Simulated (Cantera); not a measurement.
Charge: 1 mol HMDSO, 3 mol O₂, 5.4 mol H₂, held at 775 °C and 0.00110 bar.

These are equilibrium values from Cantera (NASA tables, ideal gas, pure condensed phases), not measurements of a reactor. Candidate condensed phases: C, C₆H₆, C₇H₈, C₈H₁₈, H₂O, Si, SiC, SiO₂; 123 gas species. The feed counts by its element totals alone. The numbers say what is thermodynamically allowed, not how fast it happens.

Base state: H₂ 0.828, CO 0.172, CH₄ 4.39e-5, H₂O 2.93e-5 (mole fractions); condensed: C(graphite) + SiO₂(β-quartz).

What changes in the equilibrium state with this change: HMDSO replaced by SiH₂Cl₂?


```
species               before  after
-------------------  -------  -----
H₂O                  2.93e-5  0.541
HCl                        0  0.270
H₂                     0.828  0.189
CO                     0.172      0
CH₄                  4.39e-5      0
C(graphite), mol        3.00      0
SiO₂(β-quartz), mol     2.00   1.00
```

What changes in the equilibrium state with this change: HMDSO replaced by SiCl₄?


```json
[
 {"species": "HCl", "before": "0", "after": "0.517"},
 {"species": "H₂O", "before": "2.93e-5", "after": "0.443"},
 {"species": "O₂", "before": "<1e-9", "after": "0.0383"},
 {"species": "H₂", "before": "0.828", "after": "2.35e-8"},
 {"species": "CO", "before": "0.172", "after": "0"},
 {"species": "Cl₂", "before": "0", "after": "0.000956"},
 {"species": "Cl", "before": "0", "after": "0.000720"},
 {"species": "CH₄", "before": "4.39e-5", "after": "0"},
 {"species": "C(graphite), mol", "before": "3.00", "after": "0"},
 {"species": "SiO₂(β-quartz), mol", "before": "2.00", "after": "1.00"}
]
```
